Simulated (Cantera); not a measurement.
Mixture: CH₄ : H₂ : O₂ : N₂ = 1 : 0.81 : 1.85 : 6.96 (molar parts), equivalence ratio 1.3, at 4.93 atm, adiabatic and at constant pressure. Ignition delay is the time to a rise of 400 K.

Detailed kinetics in Cantera: GRI-Mech 3.0 (53 species, 325 reactions).

### Question
At T0 = 1373 K, what is the delay, and which 5 reactions control it most (d ln τ / d ln k, from doubling and halving each rate constant)?

### Answer
The delay is 0.108 ms.
| reaction | d ln τ / d ln k | faster rate |
|---|---|---|
| H + O2 <=> O + OH | -1.20 | shortens it |
| 2 CH3 (+M) <=> C2H6 (+M) | 0.33 | lengthens it |
| CH4 + OH <=> CH3 + H2O | 0.31 | lengthens it |
| CH3 + HO2 <=> CH3O + OH | -0.30 | shortens it |
| H2 + OH <=> H + H2O | -0.29 | shortens it |
